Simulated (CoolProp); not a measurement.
Vapour-liquid equilibrium of diethyl ether (1) + n-hexane (2) at 0.404 bar; x and y are mole fractions of (1).

The numbers come from the multi-fluid Helmholtz-energy mixture model, Thol 2014 and Thol 2019; pair parameters Bell 2016 in CoolProp.

```csv
x,bubble temperature (°C),y at the bubble point,dew temperature at overall composition x (°C),liquid density (mol/L)
0.05,38.3,0.177,41.1,7.530
0.15,32.4,0.410,38.9,7.750
0.25,28.1,0.557,36.5,7.965
0.35,24.7,0.661,34.0,8.179
0.45,21.9,0.740,31.3,8.399
0.55,19.4,0.804,28.3,8.625
0.65,17.3,0.858,25.1,8.859
0.75,15.3,0.905,21.5,9.104
0.85,13.4,0.946,17.6,9.359
0.95,11.7,0.983,13.3,9.626
```

No azeotrope shows between x = 0.05 and 0.95.

Pair parameters are fitted to limited data, so mixtures are less certain than the pure fluids.
